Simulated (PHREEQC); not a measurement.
NaOH is added in steps, without added water, to 1 kg of water holding 0.0012 mol/kgw MnCl2, 0.0028 mol/kgw Sr(NO3)2 and 0.0017 mol/kgw NaNO3, at 25 °C. No oxygen is let in. No CO2 enters from the air. Nothing may precipitate in this run.

Base run: PHREEQC, ion-association model, phreeqc.dat. Each further column changes one thing. The table gives MnOH+ (mol/kgw).

```tsv
NaOH added (mol)	base	database wateq4f.dat	all activity coefficients set to 1	Debye-Hückel limiting law	metal-ligand complexes left out
0	1.26e-7	1.27e-7	1.51e-7	1.22e-7	1.27e-7
0.0015	0.000677	0.000679	0.000769	0.000655	0.000678
0.003	0.000902	0.000903	0.000977	0.000882	0.000903
0.00525	0.000971	0.000971	0.00101	0.000958	0.000972
0.00675	0.000957	0.000955	0.000967	0.000948	0.000957
0.00825	0.000920	0.000918	0.000910	0.000916	0.000921
0.00975	0.000872	0.000869	0.000844	0.000872	0.000873
0.012	0.000790	0.000786	0.000740	0.000794	0.000790
0.0135	0.000733	0.000729	0.000672	0.000741	0.000734
0.015	0.000678	0.000673	0.000608	0.000688	0.000678
```

In at least one series the solution becomes supersaturated in solids that the run did not let form, among them Pyrochroite. phreeqc.dat and wateq4f.dat share most of their constants, so their agreement is no independent check.
